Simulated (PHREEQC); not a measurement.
Solution (20 °C): 0.0019 mol Mn(NO3)2 per kg of water. It is in equilibrium with CO2 at log p = -1 (atm). Otherwise closed; pH follows from the charge balance.

Equilibrium calculation in PHREEQC: ion-association model, wateq4f.dat.

This is a speciation only: nothing precipitates in the calculation.

### Question
What pH does the model give?

### Answer
pH 4.37.

### Question
In which forms is C present?

### Answer
CO2 99 %, HCO3- 1.0 % of the C.

Complexes and solids missing from the database can't appear.
